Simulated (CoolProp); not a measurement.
R1234ze(E) at several states: Z from the reference equation and from simpler models built on Tc = 382.5 K, pc = 36.35 bar, ω = 0.313; each cubic takes its own stable root.

The numbers come from the reference Helmholtz-energy equation of state, Thol 2016 in CoolProp.

```
T (K)  p (bar)   phase  reference
-----  -------  ------  ---------
296.2    0.365     gas     0.9914
243.4    0.315     gas     0.9853
387.4     16.6     gas     0.8282
242.3     21.8  liquid    0.09275
241.5     40.1  liquid     0.1704
```

Q: How far does each simpler model (van der Waals, Soave-Redlich-Kwong, Peng-Robinson) lie from the reference over these 5 states: mean and median of the absolute difference, and the worst?

A: 
- van der Waals: mean 27.3 %, median 2.6 %, worst +67.2 % at 242.3 K and 21.8 bar
- Soave-Redlich-Kwong: mean 4.3 %, median 0.7 %, worst +10.3 % at 242.3 K and 21.8 bar
- Peng-Robinson: mean 1.2 %, median 1.3 %, worst -2.3 % at 241.5 K and 40.1 bar
